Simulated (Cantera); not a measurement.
A perfectly stirred reactor is fed with CH4 : H2 : O2 : N2 = 1 : 0.75 : 1.4 : 5.25 (molar parts), equivalence ratio 1.7, at 1000000 Pa; it is adiabatic with a 775 K inlet, and is followed from long to short residence time, starting on the burning branch (τ in s: 0.14, 0.053, 0.021, 0.0081, 0.0031, 0.0012, 0.00048, 0.00019, 7.3e-05, 2.9e-05, 1.1e-05, 4.4e-06).

Model: GRI-Mech 3.0 (53 species, 325 reactions), integrated in Cantera.

### Question
What does this change do: pressure from 1000000 Pa to 160000 Pa?

### Answer
| quantity | before | after |
|---|---|---|
| blow-out, bracketed by the residence times tried | burning at 73.0 µs, out at 29.0 µs | burning at 0.190 ms, out at 73.0 µs |
| x(CH4) at τ = 0.140 s | 0.000122 | 9.46e-5 |
| x(H2) at τ = 0.140 s | 0.128 | 0.128 |
| x(O2) at τ = 0.140 s | 8.88e-6 | 2.38e-5 |
| x(CO) at τ = 0.140 s | 0.0879 | 0.0878 |
| x(HCO) at τ = 0.140 s | 1.42e-7 | 8.08e-8 |
| x(CH4) at τ = 0.480 ms | 0.00574 | 0.00300 |
| x(H2) at τ = 0.480 ms | 0.104 | 0.114 |
| x(O2) at τ = 0.480 ms | 0.00181 | 0.00311 |
| x(CO) at τ = 0.480 ms | 0.0754 | 0.0810 |
| x(HCO) at τ = 0.480 ms | 6.26e-7 | 3.51e-6 |

### Question
What does this change do: O2 1.4 to 2 parts?

### Answer
```tsv
quantity	before	after
blow-out, bracketed by the residence times tried	burning at 73.0 µs, out at 29.0 µs	burning at 4.40 µs, the shortest tried
x(CH4) at τ = 0.140 s	0.000122	8.52e-8
x(H2) at τ = 0.140 s	0.128	0.0373
x(O2) at τ = 0.140 s	8.88e-6	0.00200
x(CO) at τ = 0.140 s	0.0879	0.0549
x(HCO) at τ = 0.140 s	1.42e-7	2.54e-7
x(CH4) at τ = 0.480 ms	0.00574	2.13e-5
x(H2) at τ = 0.480 ms	0.104	0.0376
x(O2) at τ = 0.480 ms	0.00181	0.00277
x(CO) at τ = 0.480 ms	0.0754	0.0553
x(HCO) at τ = 0.480 ms	6.26e-7	6.97e-7
```
